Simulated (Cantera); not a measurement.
## Premixed flame

A freely propagating, adiabatic, planar premixed flame of H2 : O2 : N2 = 1 : 0.943 : 2.55 (molar parts), equivalence ratio 0.53, unburnt at 675 K and 13300 Pa; mixture-averaged transport, grid criteria slope 0.08 and curve 0.16, no radiation.

Computed with Cantera and the H2/O2 subset of GRI-Mech 3.0, which has no nitrogen chemistry. Burning velocities carry a grid error of a few per cent, more on coarse grids. Lean hydrogen flames are cellular in practice and burn faster than this planar one.

```
z (mm)  T (K)  u (m/s)     x H2   x O2     x H2O   x H2O2    x HO2       x O
------  -----  -------  -------  -----  --------  -------  -------  --------
-18.5     675     6.89    0.223  0.210     <1e-8    <1e-8    <1e-8     <1e-8
-12.3     675     6.89    0.223  0.210     <1e-8    <1e-8    <1e-8     <1e-8
-9.24     675     6.89    0.223  0.210     <1e-8    <1e-8    <1e-8     <1e-8
-6.16     675     6.89    0.223  0.210   9.92e-8    <1e-8  7.13e-7   1.83e-8
-3.08     682     6.95    0.221  0.210  0.000566  3.87e-7  5.07e-5   1.79e-5
-1.54     782     7.89    0.199  0.207    0.0116  5.94e-7  3.92e-5  0.000539
0        1107     10.9   0.0892  0.166    0.0965  1.35e-6  2.27e-5   0.00994
1.54     1366     13.2   0.0238  0.119     0.173  1.26e-6  1.37e-5    0.0235
3.08     1489     14.3   0.0196  0.112     0.184  8.47e-7  1.08e-5    0.0248
6.16     1628     15.5   0.0185  0.110     0.192  4.68e-7  8.40e-6    0.0230
12.3     1776     16.7   0.0163  0.108     0.202  2.41e-7  6.23e-6    0.0195
24.6     1917     17.9   0.0130  0.107     0.212  1.33e-7  4.36e-6    0.0149
49.3     2044     18.9  0.00903  0.107     0.222  8.45e-8  3.05e-6    0.0101
```
x: mole fraction of selected species; z is measured from the peak of heat release.

- laminar burning velocity = 689 cm/s
- thermal thickness = 6.16 mm
- peak x(H2O2) = 1.58e-6
- peak x(HO2) = 5.10e-5
- peak x(O) = 0.0248
- grid points = 127
